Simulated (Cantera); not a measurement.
A freely propagating, adiabatic, planar premixed flame of CH₄ : O₂ : N₂ = 1 : 1.43 : 5.37 (molar parts), unburnt at 350 K and 750 Torr; mixture-averaged transport, grid criteria slope 0.08 and curve 0.16, no radiation.

Computed with Cantera and GRI-Mech 3.0 (53 species, 325 reactions). Burning velocities carry a grid error of a few per cent, more on coarse grids.

x: mole fraction of selected species; z is measured from the peak of heat release.

```tsv
z (mm)	T (K)	u (m/s)	x CH₄	x O₂	x H₂	x N₂O	x HO₂	x CO₂
-2.61	350	0.200	0.128	0.183	0.00273	<1e-8	1.51e-8	2.69e-7
-1.74	355	0.204	0.127	0.182	0.00799	<1e-8	2.41e-7	6.80e-6
-1.31	376	0.218	0.124	0.179	0.0146	<1e-8	1.54e-6	5.87e-5
-0.870	(withheld)	0.302	0.114	0.168	0.0270	<1e-8	1.58e-5	0.000769
-0.435	(withheld)	0.617	0.0746	0.120	0.0432	<1e-8	5.92e-5	0.00676
-0.218	(withheld)	0.870	0.0411	0.0742	0.0510	1.55e-8	6.75e-5	0.0146
0	1777	1.09	0.0117	0.0280	0.0563	2.01e-8	2.37e-5	0.0253
0.218	1929	1.19	0.00217	0.00677	0.0580	1.42e-8	3.32e-6	0.0341
0.435	1973	1.22	0.000562	0.00155	0.0595	<1e-8	5.50e-7	0.0391
0.870	1994	1.23	0.000101	0.000119	0.0617	<1e-8	4.16e-8	0.0431
1.74	2002	1.23	1.68e-5	1.27e-5	0.0630	<1e-8	<1e-8	0.0447
3.48	2007	1.23	2.36e-6	6.24e-6	0.0633	<1e-8	<1e-8	0.0448
6.96	2010	1.23	2.61e-7	3.07e-6	0.0635	<1e-8	<1e-8	0.0447
```

Problem. What belongs in the gaps?

Solution. 
- -0.870, T (K): 514
- -0.435, T (K): 1027
- -0.218, T (K): 1428
